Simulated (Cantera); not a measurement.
Feed: 1 mol Ti(OiPr)4, 6.3 mol H2, at 5.50 mbar.

These are equilibrium values from Cantera (NASA tables, ideal gas, pure condensed phases), not measurements of a reactor. Candidate condensed phases: C, C6H6, C7H8, C8H18, H2O, Ti, TiC, TiO, TiO2, Ti2O3, Ti3O5, Ti4O7; 113 gas species. The feed counts by its element totals alone. TiC: taken at fixed stoichiometry. Rates play no part. All values below are at 1373 K.

Base state: H2 0.835, CO 0.165, H 4.10e-5, CH4 1.93e-5 (mole fractions); condensed: C(graphite) + TiC(s).

Problem. What changes in the equilibrium state with this change: pressure from 5.50 mbar to 0.770 bar?

Solution. 
```json
[
 {"species": "H2", "before": "0.835", "after": "0.893"},
 {"species": "CO", "before": "0.165", "after": "0.103"},
 {"species": "CH4", "before": "1.93e-5", "after": "0.00309"},
 {"species": "H2O", "before": "3.54e-6", "after": "0.000332"},
 {"species": "CO2", "before": "3.39e-7", "after": "1.86e-5"},
 {"species": "H", "before": "4.10e-5", "after": "3.59e-6"},
 {"species": "C(graphite), mol", "before": "7.00", "after": "9.60"},
 {"species": "TiC(s), mol", "before": "1.00", "after": "0"},
 {"species": "Ti3O5(s), mol", "before": "0", "after": "0.333"}
]
```
